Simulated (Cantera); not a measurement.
# B2O3 + H2 (boron, boron nitride and boron oxide)

Feed: 1 mol B2O3, 8.6 mol H2, equilibrated at 7.50 Torr.

Method: chemical equilibrium by Gibbs-energy minimisation in Cantera with the NASA 1993 tables (ideal gas, pure condensed phases). Candidate condensed phases: B, B2O3, B3O3H3, H2O; 23 gas species. The numbers say what is thermodynamically allowed, not how fast it happens.

```tsv
T (K)	x H2	x H	x BO	x B2O3	x HBO2	x HBO	x H2O	n B2O3(l)
773	1.00	9.08e-12	<1e-12	<1e-12	9.82e-11	2.08e-10	3.68e-8	1.00
923	1.000	2.45e-9	<1e-12	6.09e-12	3.35e-8	9.49e-8	5.48e-7	1.000
1073	1.000	1.40e-7	5.49e-11	8.62e-9	2.31e-6	6.73e-6	4.52e-6	1.000
1223	1.000	3.01e-6	1.62e-8	1.92e-6	6.73e-5	0.000129	3.44e-5	0.999
1373	0.997	3.33e-5	1.30e-6	0.000125	0.000927	0.00123	0.000173	0.989
1523	0.981	0.000229	4.43e-5	0.00345	0.00720	0.00752	0.000590	0.902
1673	0.873	0.00106	0.000752	0.0508	0.0375	0.0299	0.00157	0.150
1823	0.846	0.00399	0.00303	0.0548	0.0460	0.0371	0.00297	0
1973	0.830	0.0123	0.00889	0.0479	0.0498	0.0403	0.00518	0
2123	0.801	0.0321	0.0209	0.0398	0.0525	0.0402	0.00869	0
2273	0.750	0.0727	0.0399	0.0302	0.0527	0.0359	0.0141	0
2423	0.669	0.145	0.0630	0.0201	0.0484	0.0284	0.0212	0
```
x: gas mole fraction; n: condensed amount in mol.

From 773 K to 1673 K the condensed part is B2O3(l). From 1823 K to 2423 K nothing is condensed. The main B-bearing gas is B3O3H3 at 773 K and BO at 2423 K.
